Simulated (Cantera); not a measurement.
Adiabatic ignition

An adiabatic, constant-pressure homogeneous reactor starts with CH₄ : O₂ : N₂ = 1 : 1.67 : 6.27 (molar parts), equivalence ratio 1.2, at 1448 K and 1.01 bar.

Cantera simulation using GRI-Mech 3.0 (53 species, 325 reactions); the numbers are that mechanism's predictions, not measurements.

```csv
t (s),T (K),x CH₄,x O₂,x C₂H₄,x OH,x H₂O,x CH₂O
7.00e-6,1448,0.112,0.187,1.20e-12,3.01e-9,5.54e-8,8.24e-9
1.87e-5,1448,0.112,0.187,3.42e-11,5.77e-9,2.39e-7,6.42e-8
4.97e-5,1448,0.112,0.187,9.62e-10,1.53e-8,1.41e-6,5.47e-7
0.000133,1448,0.112,0.187,3.56e-8,4.96e-8,1.09e-5,5.65e-6
0.000353,1448,0.112,0.187,1.67e-6,1.72e-7,9.86e-5,6.39e-5
0.000942,1452,0.110,0.186,4.19e-5,6.13e-7,0.000910,0.000517
0.00251,2720,<1e-12,0.00893,<1e-12,0.0173,0.161,7.58e-10
0.00669,2740,<1e-12,0.00708,<1e-12,0.0156,0.163,8.25e-10
0.0178,2739,<1e-12,0.00702,<1e-12,0.0156,0.163,8.26e-10
0.0475,2739,<1e-12,0.00702,<1e-12,0.0156,0.163,8.26e-10
0.127,2739,<1e-12,0.00702,<1e-12,0.0156,0.163,8.26e-10
0.338,2739,<1e-12,0.00702,<1e-12,0.0156,0.163,8.26e-10
0.900,2739,<1e-12,0.00702,<1e-12,0.0156,0.163,8.26e-10
```
x: mole fraction; the columns are a selection and need not sum to one.

```yaml
time_of_steepest_temperature_rise: 2.18 ms
temperature at 0.900 s: 2739 K
equilibrium_temperature: 2739 K
x(CH₄) at 0.900 s: <1e-12 (gas-phase equilibrium <1e-12)
x(O₂) at 0.900 s: 0.00702 (gas-phase equilibrium 0.00702)
x(C₂H₄) at 0.900 s: <1e-12 (gas-phase equilibrium <1e-12)
```
